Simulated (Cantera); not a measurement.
An isothermal, constant-pressure homogeneous reactor starts with 3.75 % H2, 96.2 % O2, equivalence ratio 0.019, at 925 K and 20.0 Torr.

Detailed kinetics in Cantera: GRI-Mech 3.0 (53 species, 325 reactions). Radical loss at walls, strong at low pressure, is not modelled. Below about 950 K walls govern HO2 and H2O2 in real vessels. The temperature is held fixed by assumption; the heat of reaction is taken as removed at once.

x: mole fraction; the columns are a selection and need not sum to one.

| t (s) | x H2 | x O2 | x H2O2 | x H2O | x O | x H |
|---|---|---|---|---|---|---|
| 6.00e-5 | 0.0375 | 0.962 | <1e-12 | <1e-12 | <1e-12 | 3.76e-12 |
| 0.000246 | 0.0375 | 0.962 | <1e-12 | 9.51e-12 | 1.31e-11 | 1.43e-11 |
| 0.00101 | 0.0375 | 0.962 | <1e-12 | 5.46e-10 | 3.70e-10 | 2.20e-10 |
| 0.00416 | 0.0375 | 0.962 | 1.08e-10 | 1.46e-5 | 8.76e-6 | 5.03e-6 |
| 0.0171 | 0.000583 | 0.960 | 2.68e-7 | 0.0373 | 0.00145 | 0.000251 |
| 0.0702 | ___ | 0.962 | ___ | 0.0382 | ___ | ___ |
| 0.288 | 5.16e-6 | 0.962 | 3.92e-8 | 0.0382 | 8.09e-6 | 6.51e-8 |
| 1.19 | 3.57e-7 | 0.962 | 1.25e-8 | 0.0383 | 8.31e-7 | 2.18e-9 |
| 4.87 | 1.10e-8 | 0.962 | 3.39e-9 | 0.0383 | 1.12e-7 | 1.06e-10 |
| 20.0 | 5.67e-10 | 0.962 | 9.14e-10 | 0.0383 | 2.03e-8 | 8.08e-12 |

Q: Complete the blanks.

A: 
- 0.0702, x H2: 4.71e-5
- 0.0702, x H2O2: 9.60e-8
- 0.0702, x O: 9.49e-5
- 0.0702, x H: 2.61e-6
